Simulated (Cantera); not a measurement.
Feed: 1 mol Si3N4, 4.6 mol H2, 60 mol N2, equilibrated at 1302 °C and 2.20 Pa.

Cantera equilibrium calculation (NASA polynomials, part measured and part estimated; ideal gas, pure solids and liquids). Candidate condensed phases: Si, Si3N4; 18 gas species. The tables' values for SiN are old estimates; treat these amounts as uncertain. The numbers say what is thermodynamically allowed, not how fast it happens.

Base state: N2 0.927, H2 0.0677, Si 0.00261, H 0.00230, Si2N 1.83e-5, SiN 1.12e-5 (mole fractions); condensed: Si(s).

Problem. What changes in the equilibrium state with this change: pressure from 2.20 Pa to 2.60 mbar?

Solution. 
```
species         before     after
-------------  -------  --------
N2               0.927     0.929
H2              0.0677    0.0711
H              0.00230  0.000217
Si             0.00261   4.10e-6
Si2N           1.83e-5   5.79e-8
SiN            1.12e-5   1.91e-7
Si(s), mol        2.82         0
Si3N4(s), mol        0     1.000
```
